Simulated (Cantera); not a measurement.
An adiabatic, constant-volume homogeneous reactor starts with C₂H₄ : O₂ : N₂ : H₂O = 1 : 4.17 : 15.7 : 5.3 (molar parts), equivalence ratio 0.72, at 1150 K and 375 Torr. Integrator tolerance rtol = 1e-08.

Cantera simulation using GRI-Mech 3.0 (53 species, 325 reactions); the numbers are that mechanism's predictions, not measurements. GRI-Mech 3.0 was tuned for natural gas; its chemistry of ethylene as a main component is partial and can be far from experiment.

What does this change do: pressure from 375 Torr to 1280 Torr?


| quantity | before | after |
|---|---|---|
| time of steepest temperature rise | 1.33 ms | 2.20 ms |
| temperature at 5.00 s | 2450 K | 2499 K |
| equilibrium temperature | 2450 K | 2499 K |
| x(C₂H₄) at 5.00 s | <1e-12 (gas-phase equilibrium <1e-12) | <1e-12 (gas-phase equilibrium <1e-12) |
| x(O₂) at 5.00 s | 0.0431 (gas-phase equilibrium 0.0431) | 0.0417 (gas-phase equilibrium 0.0417) |
| x(H₂O) at 5.00 s | 0.262 (gas-phase equilibrium 0.262) | 0.266 (gas-phase equilibrium 0.266) |
| x(CH₃) at 5.00 s | <1e-12 (gas-phase equilibrium <1e-12) | <1e-12 (gas-phase equilibrium <1e-12) |
| x(O) at 5.00 s | 0.00227 (gas-phase equilibrium 0.00227) | 0.00153 (gas-phase equilibrium 0.00153) |
| x(HO₂) at 5.00 s | 6.31e-6 (gas-phase equilibrium 6.31e-6) | 9.60e-6 (gas-phase equilibrium 9.60e-6) |

What does this change do: constant pressure in place of constant volume?


```
quantity                                                            before                                    after
---------------------------------  ---------------------------------------  ---------------------------------------
time of steepest temperature rise                                  1.33 ms                                  1.37 ms
temperature at 5.00 s                                               2450 K                                   2271 K
equilibrium temperature                                             2450 K                                   2271 K
x(C₂H₄) at 5.00 s                    <1e-12 (gas-phase equilibrium <1e-12)    <1e-12 (gas-phase equilibrium <1e-12)
x(O₂) at 5.00 s                      0.0431 (gas-phase equilibrium 0.0431)    0.0429 (gas-phase equilibrium 0.0429)
x(H₂O) at 5.00 s                       0.262 (gas-phase equilibrium 0.262)      0.269 (gas-phase equilibrium 0.269)
x(CH₃) at 5.00 s                     <1e-12 (gas-phase equilibrium <1e-12)    <1e-12 (gas-phase equilibrium <1e-12)
x(O) at 5.00 s                     0.00227 (gas-phase equilibrium 0.00227)  0.00123 (gas-phase equilibrium 0.00123)
x(HO₂) at 5.00 s                   6.31e-6 (gas-phase equilibrium 6.31e-6)  3.11e-6 (gas-phase equilibrium 3.11e-6)
```
